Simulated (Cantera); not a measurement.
## N2O furnace oxynitridation

An isothermal, constant-pressure homogeneous reactor starts with 47.8 % N2O, 47.8 % O2, 4.40 % N2, at 1225 K and 100000 Pa.

Cantera simulation using GRI-Mech 3.0 (53 species, 325 reactions); the numbers are that mechanism's predictions, not measurements. GRI-Mech 3.0 was tuned for natural gas; its chemistry of N2O as a main component is partial and can be far from experiment. The mechanism lacks the step 2 NO + O2 → 2 NO2, which can matter for NO2 below about 1400 K. The temperature is held fixed by assumption; the heat of reaction is taken as removed at once.

| t (s) | x N2O | x O2 | x NO2 | x N2 | x NO | x O |
|---|---|---|---|---|---|---|
| 3.00e-5 | 0.478 | 0.478 | 1.13e-11 | 0.0440 | 9.90e-7 | 2.34e-6 |
| 7.44e-5 | 0.478 | 0.478 | 1.18e-10 | 0.0440 | 3.21e-6 | 2.52e-6 |
| 0.000185 | 0.478 | 0.478 | 8.89e-10 | 0.0440 | 8.83e-6 | 2.53e-6 |
| 0.000458 | 0.478 | 0.478 | 5.85e-9 | 0.0442 | 2.27e-5 | 2.53e-6 |
| 0.00114 | 0.477 | 0.478 | 3.64e-8 | 0.0444 | 5.72e-5 | 2.53e-6 |
| 0.00282 | 0.476 | 0.478 | 2.13e-7 | 0.0451 | 0.000142 | 2.53e-6 |
| 0.00698 | 0.474 | 0.479 | 1.14e-6 | 0.0468 | 0.000352 | 2.52e-6 |
| 0.0173 | 0.469 | 0.480 | 5.15e-6 | 0.0509 | 0.000865 | 2.51e-6 |
| 0.0430 | 0.455 | 0.482 | 1.79e-5 | 0.0609 | 0.00209 | 2.48e-6 |
| 0.107 | 0.424 | 0.487 | 4.88e-5 | 0.0840 | 0.00489 | 2.40e-6 |
| 0.264 | 0.359 | 0.498 | 0.000112 | 0.133 | 0.0106 | 2.21e-6 |
| 0.655 | 0.247 | 0.517 | 0.000214 | 0.216 | 0.0197 | 1.82e-6 |
| 1.63 | 0.115 | 0.540 | 0.000318 | 0.316 | 0.0285 | 1.14e-6 |
| 4.03 | 0.0266 | 0.557 | 0.000388 | 0.384 | 0.0318 | 3.81e-7 |
| 10.0 | 0.00142 | 0.562 | 0.000633 | 0.404 | 0.0316 | 5.00e-8 |
x: mole fraction; the columns are a selection and need not sum to one.

Equilibrium at this temperature and pressure: N2O 1.45e-8, O2 0.579, NO2 7.15e-6, N2 0.421, NO 0.000288, O 3.22e-8 (gas phase only).
